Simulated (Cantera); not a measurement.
A perfectly stirred reactor is fed with CO : O2 : H2O : N2 : H2 = 0.005 : 0.03 : 0.00011 : 1 : 0.0012 (molar parts), at 6.30 bar; it is held at 1125 K, and followed from long to short residence time.

Model: GRI-Mech 3.0 (53 species, 325 reactions), integrated in Cantera. The hydrogen kinetics of GRI-Mech 3.0 are dated; newer H2 mechanisms differ, most at raised pressure.

**Question.** Predict: x(CO) at τ = 4.20 s; x(O2) at τ = 4.20 s; x(H2O) at τ = 4.20 s; x(H) at τ = 4.20 s; x(OH) at τ = 4.20 s; x(CO) at τ = 30.0 ms; x(O2) at τ = 30.0 ms; x(H2O) at τ = 30.0 ms; x(H) at τ = 30.0 ms; x(OH) at τ = 30.0 ms.

**Answer.** 
| Item | Result |
|---|---|
| x(CO) at τ = 4.20 s | 0.000476 |
| x(O2) at τ = 4.20 s | 0.0263 |
| x(H2O) at τ = 4.20 s | 0.00125 |
| x(H) at τ = 4.20 s | 1.78e-9 |
| x(OH) at τ = 4.20 s | 1.08e-7 |
| x(CO) at τ = 30.0 ms | 0.00354 |
| x(O2) at τ = 30.0 ms | 0.0279 |
| x(H2O) at τ = 30.0 ms | 0.000951 |
| x(H) at τ = 30.0 ms | 8.06e-8 |
| x(OH) at τ = 30.0 ms | 5.69e-7 |
